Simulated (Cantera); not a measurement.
Feed: 1 mol SiCl4, 4.6 mol HCl, 0.4 mol H2, equilibrated at 1250 K and 16.0 bar.

These are equilibrium values from Cantera (NASA tables, ideal gas, pure condensed phases), not measurements of a reactor. Candidate condensed phases: Si; 19 gas species. The tables' values for SiCl3 are old estimates; treat these amounts as uncertain. Equilibrium is a limit: real reactors are often held back by kinetics, nucleation or transport.

Base state: HCl 0.767, SiCl4 0.166, H2 0.0661, SiHCl3 0.000509, SiCl3 0.000112 (mole fractions); condensed: gas only.

### Question
What changes in the equilibrium state with this change: HCl from 4.6 to 1.3 mol?

### Answer
```
species    before     after
-------  --------  --------
HCl         0.767     0.486
SiCl4       0.166     0.366
H2         0.0661     0.144
SiHCl3   0.000509   0.00386
SiCl3    0.000112  0.000573
```

### Question
What changes in the equilibrium state with this change: H2 from 0.4 to 18 mol?

### Answer
```json
[
 {"species": "H2", "before": "0.0661", "after": "0.757"},
 {"species": "HCl", "before": "0.767", "after": "0.200"},
 {"species": "SiCl4", "before": "0.166", "after": "0.0370"},
 {"species": "SiH2Cl2", "before": "2.12e-7", "after": "9.09e-5"},
 {"species": "SiCl2", "before": "5.36e-7", "after": "2.00e-5"},
 {"species": "SiHCl3", "before": "0.000509", "after": "0.00497"}
]
```
